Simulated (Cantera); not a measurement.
Equilibrium for abatement and gas-phase synthesis: PH3 + O2

Charge: 1 mol PH3, 0.36 mol O2, equilibrated at 1200000 Pa.

Equilibrium computed with Cantera from the NASA thermochemical tables; the gas is ideal and each condensed phase is pure. Candidate condensed phases: H2O, P, P4O10; 17 gas species. Gases not in the tables: HPO2, HPO3 and P4O6. Rates play no part.

```tsv
T (°C)	x H2	x H2O	x P2	x PO	x P4	x PO2	x H	x PH
1452	0.441	0.328	0.166	0.0106	0.0389	0.0153	3.56e-5	3.38e-5
1552	0.450	0.302	0.188	0.0180	0.0218	0.0207	8.53e-5	6.78e-5
1652	0.462	0.277	0.197	0.0275	0.0114	0.0253	0.000188	0.000123
1752	0.475	0.253	0.197	0.0389	0.00587	0.0289	0.000383	0.000207
1852	0.489	0.231	0.192	0.0519	0.00306	0.0313	0.000733	0.000328
1952	0.502	0.211	0.185	0.0662	0.00164	0.0327	0.00132	0.000495
2052	0.513	0.191	0.176	0.0813	0.000902	0.0332	0.00228	0.000716
```
x: gas mole fraction; nothing condenses.

From 1452 °C to 2052 °C nothing is condensed.
